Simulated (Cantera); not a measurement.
Input: 1 mol CaCO3, 0.054 mol H2O, at 1 atm.

Cantera equilibrium calculation (NASA polynomials, part measured and part estimated; ideal gas, pure solids and liquids). Candidate condensed phases: C, C6H6, C7H8, C8H18, Ca, CaCO3, CaO, Ca(OH)2, H2O; 115 gas species. Mutual solubility and eutectic melting of coexisting phases are not modelled. The numbers say what is thermodynamically allowed, not how fast it happens.

x: gas mole fraction; n: condensed amount in mol.

```json
[
 {"T (K)": "898", "x H2O": "0.995", "x CO2": "0.00521", "x CO": "5.85e-11", "x O2": "1.28e-8", "x OH": "…", "n CaCO3(calcite)": "1.000", "n CaO(s)": "0.000283"},
 {"T (K)": "973", "x H2O": "0.969", "x CO2": "0.0306", "x CO": "2.73e-9", "x O2": "6.97e-8", "x OH": "…", "n CaCO3(calcite)": "0.998", "n CaO(s)": "0.00171"},
 {"T (K)": "1048", "x H2O": "0.862", "x CO2": "0.138", "x CO": "7.27e-8", "x O2": "2.98e-7", "x OH": "…", "n CaCO3(calcite)": "0.991", "n CaO(s)": "0.00868"},
 {"T (K)": "1123", "x H2O": "0.494", "x CO2": "0.506", "x CO": "1.20e-6", "x O2": "1.11e-6", "x OH": "…", "n CaCO3(calcite)": "0.945", "n CaO(s)": "0.0553"},
 {"T (K)": "1198", "x H2O": "0.0512", "x CO2": "0.949", "x CO": "7.82e-6", "x O2": "4.03e-6", "x OH": "…", "n CaCO3(calcite)": "0", "n CaO(s)": "1.00"},
 {"T (K)": "1273", "x H2O": "0.0512", "x CO2": "0.949", "x CO": "2.38e-5", "x O2": "1.22e-5", "x OH": "…", "n CaCO3(calcite)": "0", "n CaO(s)": "1.00"},
 {"T (K)": "1348", "x H2O": "0.0512", "x CO2": "0.949", "x CO": "6.39e-5", "x O2": "3.25e-5", "x OH": "…", "n CaCO3(calcite)": "0", "n CaO(s)": "1.00"},
 {"T (K)": "1423", "x H2O": "0.0512", "x CO2": "0.949", "x CO": "0.000154", "x O2": "7.81e-5", "x OH": "…", "n CaCO3(calcite)": "0", "n CaO(s)": "1.00"},
 {"T (K)": "1498", "x H2O": "0.0512", "x CO2": "0.948", "x CO": "0.000341", "x O2": "0.000172", "x OH": "…", "n CaCO3(calcite)": "0", "n CaO(s)": "1.00"},
 {"T (K)": "1573", "x H2O": "0.0512", "x CO2": "0.948", "x CO": "0.000698", "x O2": "0.000351", "x OH": "…", "n CaCO3(calcite)": "0", "n CaO(s)": "1.00"}
]
```

Some entries are withheld; supply them.


- 898, x OH: 6.17e-10
- 973, x OH: 4.98e-9
- 1048, x OH: 2.84e-8
- 1123, x OH: 1.04e-7
- 1198, x OH: 1.38e-7
- 1273, x OH: 4.75e-7
- 1348, x OH: 1.43e-6
- 1423, x OH: 3.82e-6
- 1498, x OH: 9.28e-6
- 1573, x OH: 2.07e-5
